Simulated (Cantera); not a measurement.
Equilibrium for carbothermic reduction: Ta2O5 + C + CO

Input: 1 mol Ta2O5, a varied amount of C, 0.15 mol CO, equilibrated at 2150 K and 0.930 bar.

Cantera equilibrium calculation (NASA polynomials, part measured and part estimated; ideal gas, pure solids and liquids). Candidate condensed phases: C, Ta, TaC, Ta2O5; 15 gas species. Mutual solubility and eutectic melting of coexisting phases are not modelled. TaC: taken at fixed stoichiometry. Condensed phases not in the tables: Ta2C. Rates play no part.

```json
[
 {"n(C) (mol)": "0.9", "log p CO": "-0.03", "log p CO2": "-2.75", "log p TaO2": "-5.22", "log p TaO": "-6.41", "log p O": "-7.80", "log p C2O": "-10.19", "n TaC(s)": "0.258", "n Ta2O5(l)": "0.871", "n C(graphite)": "0"},
 {"n(C) (mol)": "1.1", "log p CO": "-0.03", "log p CO2": "-2.75", "log p TaO2": "-5.22", "log p TaO": "-6.41", "log p O": "-7.80", "log p C2O": "-10.19", "n TaC(s)": "0.315", "n Ta2O5(l)": "0.843", "n C(graphite)": "0"},
 {"n(C) (mol)": "1.4", "log p CO": "-0.03", "log p CO2": "-2.75", "log p TaO2": "-5.22", "log p TaO": "-6.41", "log p O": "-7.80", "log p C2O": "-10.19", "n TaC(s)": "0.401", "n Ta2O5(l)": "0.800", "n C(graphite)": "0"},
 {"n(C) (mol)": "1.7", "log p CO": "-0.03", "log p CO2": "-2.75", "log p TaO2": "-5.22", "log p TaO": "-6.41", "log p O": "-7.80", "log p C2O": "-10.19", "n TaC(s)": "0.486", "n Ta2O5(l)": "0.757", "n C(graphite)": "0"},
 {"n(C) (mol)": "2.1", "log p CO": "-0.03", "log p CO2": "-2.75", "log p TaO2": "-5.22", "log p TaO": "-6.41", "log p O": "-7.80", "log p C2O": "-10.19", "n TaC(s)": "0.601", "n Ta2O5(l)": "0.700", "n C(graphite)": "0"},
 {"n(C) (mol)": "2.6", "log p CO": "-0.03", "log p CO2": "-2.75", "log p TaO2": "-5.22", "log p TaO": "-6.41", "log p O": "-7.80", "log p C2O": "-10.19", "n TaC(s)": "0.744", "n Ta2O5(l)": "0.628", "n C(graphite)": "0"},
 {"n(C) (mol)": "3.3", "log p CO": "-0.03", "log p CO2": "-2.75", "log p TaO2": "-5.22", "log p TaO": "-6.41", "log p O": "-7.80", "log p C2O": "-10.19", "n TaC(s)": "0.944", "n Ta2O5(l)": "0.528", "n C(graphite)": "0"},
 {"n(C) (mol)": "4.1", "log p CO": "-0.03", "log p CO2": "-2.75", "log p TaO2": "-5.22", "log p TaO": "-6.41", "log p O": "-7.80", "log p C2O": "-10.19", "n TaC(s)": "1.17", "n Ta2O5(l)": "0.413", "n C(graphite)": "0"},
 {"n(C) (mol)": "5", "log p CO": "-0.03", "log p CO2": "-2.75", "log p TaO2": "-5.22", "log p TaO": "-6.41", "log p O": "-7.80", "log p C2O": "-10.19", "n TaC(s)": "1.43", "n Ta2O5(l)": "0.285", "n C(graphite)": "0"},
 {"n(C) (mol)": "6.3", "log p CO": "-0.03", "log p CO2": "-2.75", "log p TaO2": "-5.22", "log p TaO": "-6.41", "log p O": "-7.80", "log p C2O": "-10.19", "n TaC(s)": "1.80", "n Ta2O5(l)": "0.0987", "n C(graphite)": "0"},
 {"n(C) (mol)": "7.8", "log p CO": "-0.03", "log p CO2": "-4.94", "log p TaO2": "-11.79", "log p TaO": "-10.79", "log p O": "-9.99", "log p C2O": "-8.00", "n TaC(s)": "2.00", "n Ta2O5(l)": "0", "n C(graphite)": "0.800"}
]
```
log p: log10 of the partial pressure in bar; n: condensed amount in mol.

From 0.9 mol C to 6.3 mol C the condensed part is TaC(s) + Ta2O5(l). At 7.8 mol C the condensed part is C(graphite) + TaC(s).
